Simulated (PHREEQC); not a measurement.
A column of 1 m (30 cells, dispersivity 0.08 m, 300 s a shift, diffusion coefficient 3e-10 m²/s) holds 0.0073 eq of the database's cation exchanger X per kg of pore water, first in equilibrium with 0.047 mol MnCl2, 0.0021 mol MgCl2 and 1e-05 mol HCl per kg of water. It is flushed with 4.6 mmol/kgw KBr, 8.8 mmol/kgw MnCl2 and 0.01 mmol/kgw HCl, at 25 °C. Values are for the last cell. No CO2 enters from the air. Nothing may precipitate in this run.

Computed with PHREEQC (ion-association model, phreeqc.dat).

```tsv
pore volumes	Br in solution (mol/kgw)	K in solution (mol/kgw)	Mg in solution (mol/kgw)
0	0	0	0.00210
0.2167	4.07e-8	1.04e-8	0.00210
0.3167	6.65e-6	2.69e-6	0.00210
0.5167	0.000278	0.000159	0.00199
0.6167	0.000651	0.000406	0.00184
0.8167	0.00170	0.00118	0.00141
0.9167	0.00224	0.00162	0.00118
1.117	0.00314	0.00242	0.000796
1.317	0.00376	0.00306	0.000524
1.417	0.00397	0.00331	0.000426
1.617	0.00426	0.00371	0.000283
1.717	0.00435	0.00387	0.000232
1.917	0.00447	0.00411	0.000157
2.117	0.00453	0.00428	0.000106
2.217	0.00455	0.00435	8.67e-5
2.417	0.00457	0.00444	5.81e-5
2.517	0.00458	0.00447	4.74e-5
2.717	0.00459	0.00452	3.14e-5
2.817	0.00459	0.00454	2.55e-5
3.017	0.00460	0.00456	1.67e-5
```
